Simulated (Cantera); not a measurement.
## B2H6 + H2 + N2 (boron, boron nitride and boron oxide)

A closed system holds: 1 mol B2H6, 140 mol H2, 0.17 mol N2, equilibrated at 10.0 mbar.

These are equilibrium values from Cantera (NASA tables, ideal gas, pure condensed phases), not measurements of a reactor. Candidate condensed phases: B, BN; 15 gas species. The feed counts by its element totals alone. N2 is the only nitrogen source here; it is nearly inert below about 1500 K, so the nitride shown seldom forms there in practice. Mutual solubility and eutectic melting of coexisting phases are not modelled. The tables' values for BH2 are old estimates; treat these amounts as uncertain. The numbers say what is thermodynamically allowed, not how fast it happens.

```json
[
 {"T (°C)": "502", "x H2": "1.00", "x H": "9.92e-12", "x N2": "<1e-12", "x BH2": "4.15e-12", "x B": "<1e-12", "n B(s)": "1.66", "n BN(s)": "0.340"},
 {"T (°C)": "602", "x H2": "1.00", "x H": "5.02e-10", "x N2": "<1e-12", "x BH2": "1.37e-10", "x B": "<1e-12", "n B(s)": "1.66", "n BN(s)": "0.340"},
 {"T (°C)": "702", "x H2": "1.00", "x H": "1.14e-8", "x N2": "<1e-12", "x BH2": "2.18e-9", "x B": "<1e-12", "n B(s)": "1.66", "n BN(s)": "0.340"},
 {"T (°C)": "802", "x H2": "1.00", "x H": "1.47e-7", "x N2": "<1e-12", "x BH2": "2.06e-8", "x B": "<1e-12", "n B(s)": "1.66", "n BN(s)": "0.340"},
 {"T (°C)": "902", "x H2": "1.000", "x H": "1.23e-6", "x N2": "8.23e-12", "x BH2": "1.33e-7", "x B": "<1e-12", "n B(s)": "1.66", "n BN(s)": "0.340"},
 {"T (°C)": "1002", "x H2": "1.000", "x H": "7.37e-6", "x N2": "4.60e-10", "x BH2": "6.34e-7", "x B": "<1e-12", "n B(s)": "1.66", "n BN(s)": "0.340"},
 {"T (°C)": "1102", "x H2": "1.000", "x H": "3.43e-5", "x N2": "1.43e-8", "x BH2": "2.41e-6", "x B": "3.32e-12", "n B(s)": "1.66", "n BN(s)": "0.340"},
 {"T (°C)": "1202", "x H2": "1.000", "x H": "0.000130", "x N2": "2.76e-7", "x BH2": "7.60e-6", "x B": "9.07e-11", "n B(s)": "1.66", "n BN(s)": "0.340"},
 {"T (°C)": "1302", "x H2": "1.000", "x H": "0.000415", "x N2": "3.66e-6", "x BH2": "2.07e-5", "x B": "1.62e-9", "n B(s)": "1.66", "n BN(s)": "0.339"},
 {"T (°C)": "1402", "x H2": "0.999", "x H": "0.00116", "x N2": "3.56e-5", "x BH2": "4.98e-5", "x B": "2.05e-8", "n B(s)": "1.66", "n BN(s)": "0.330"},
 {"T (°C)": "1502", "x H2": "0.997", "x H": "0.00289", "x N2": "0.000266", "x BH2": "0.000108", "x B": "1.95e-7", "n B(s)": "1.72", "n BN(s)": "0.264"},
 {"T (°C)": "1602", "x H2": "0.992", "x H": "0.00653", "x N2": "0.00118", "x BH2": "0.000216", "x B": "1.45e-6", "n B(s)": "1.97", "n BN(s)": "0"},
 {"T (°C)": "1702", "x H2": "0.985", "x H": "0.0136", "x N2": "0.00118", "x BH2": "0.000399", "x B": "8.74e-6", "n B(s)": "1.94", "n BN(s)": "0"},
 {"T (°C)": "1802", "x H2": "0.972", "x H": "0.0263", "x N2": "0.00117", "x BH2": "0.000689", "x B": "4.44e-5", "n B(s)": "1.89", "n BN(s)": "0"}
]
```
x: gas mole fraction; n: condensed amount in mol.

From 502 °C to 1502 °C the condensed part is B(s) + BN(s). From 1602 °C to 1802 °C the condensed part is B(s).
